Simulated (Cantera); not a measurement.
A closed system holds: 1 mol CO, 0.091 mol CO2, a varied amount of N2, 0.13 mol NH3, equilibrated at 19.0 bar.

Method: chemical equilibrium by Gibbs-energy minimisation in Cantera with the NASA 1993 tables (ideal gas, pure condensed phases). Candidate condensed phases: C, C6H6, C7H8, C8H18, H2O; 136 gas species. Kinetics and transport are ignored.

Stable condensed phases, one row left out:

```
T in K \ n(N2) in mol
         2.5 3.3 4.3 5.6 7.3 9.5  12  16  21  27  35
   1873    A   A   A   A   A   A   A   A   A   A   A
   1773    A   A   A   A   A   A   A   A   A   A   A
   1673    A   A   A   A   A   A   A   A   A   A   A
   1573    A   A   A   A   A   A   A   A   A   A   A
   1473    A   A   A   A   A   A   A   A   A   A   A
   1373    A   A   A   A   A   A   A   A   A   A   A
   1273    A   A   A   A   A   A   A   A   A   A   A
   1073    B   B   B   B   B   B   B   B   B   B   A
    973    B   B   B   B   B   B   B   B   B   B   B
    873    B   B   B   B   B   B   B   B   B   B   B
    773    B   B   B   B   B   B   B   B   B   B   B
    673    B   B   B   B   B   B   B   B   B   B   B
    573    B   B   B   B   B   B   B   B   B   B   B
```

A: gas only; B: C.

**Question.** Give the row for 1173 K.

**Answer.** 2.5: C; 3.3: C; 4.3: C; 5.6: C; 7.3: gas only; 9.5: gas only; 12: gas only; 16: gas only; 21: gas only; 27: gas only; 35: gas only.
